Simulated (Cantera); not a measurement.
A Cantera script and what it prints.

```python
import numpy as np
import cantera as ct

gas_names = """
    NH3 H2O N
""".split()
cond_names = """
    Nb2O5(s) Nb2O5(L) NbO2(I) NbO2(II) NbO2(III) NbO2(L)
""".split()


# ... load() reads the species with a 1 bar reference pressure and builds the phases ...
species = {s.name: s for s in load("nasa_gas.yaml", gas_names) + load("nasa_condensed.yaml", cond_names)}
# Each term lists the table entries of one substance; the one whose range holds T is used.
reactions = {
    '3 Nb2O5 + 2 NH3(g) = 3 H2O(g) + 6 NbO2 + 2 N(g)':
        [(-3, ['Nb2O5(s)', 'Nb2O5(L)']), (-2, ['NH3']), (3, ['H2O']), (6, ['NbO2(I)', 'NbO2(II)', 'NbO2(III)', 'NbO2(L)']), (2, ['N'])],
}


def pick(names, T):
    return next(species[n] for n in names if species[n].thermo.min_temp <= T <= species[n].thermo.max_temp)


results = []
for label, terms in reactions.items():
    print(label)
    print("     T/K   dH/kJ  dS/(J/K)   dG/kJ   log10 K")
    for T in [300, 650, 800, 950, 1100, 1250, 1400, 1550, 1700, 1850, 2000, 2150]:
        used = [(nu, pick(names, T)) for nu, names in terms]
        dH = sum(nu * s.thermo.h(T) for nu, s in used) / 1e6
        dS = sum(nu * s.thermo.s(T) for nu, s in used) / 1e3
        dG = dH - T * dS / 1e3
        logK = -dG * 1e6 / (ct.gas_constant * T * np.log(10))
        results.append((label, T, dH, dS, dG, logK, [s.name for _, s in used]))
        print(f"{T:8g} {dH:8.1f} {dS:8.1f} {dG:8.1f} {logK:8.2f}")
```

Output:

```
3 Nb2O5 + 2 NH3(g) = 3 H2O(g) + 6 NbO2 + 2 N(g)
     T/K   dH/kJ  dS/(J/K)   dG/kJ   log10 K
     300   1240.7    402.5   1119.9  -195.00
     650   1245.0    413.0    976.5   -78.47
     800   1246.8    415.4    914.4   -59.71
     950   1252.0    421.4    851.7   -46.83
    1100   1281.0    448.4    787.7   -37.41
    1250   1289.2    455.6    719.8   -30.08
    1400   1290.7    456.7    651.4   -24.30
    1550   1291.6    457.3    582.8   -19.64
    1700   1292.1    457.6    514.2   -15.80
    1850    967.9    276.1    457.2   -12.91
    2000    941.5    262.3    416.8   -10.89
    2150    915.1    249.6    378.4    -9.19
```

Cantera with NASA thermochemical tables; ideal gases at 1 bar, condensed phases pure. Condensed species are held in their standard states even where they would react or evaporate.
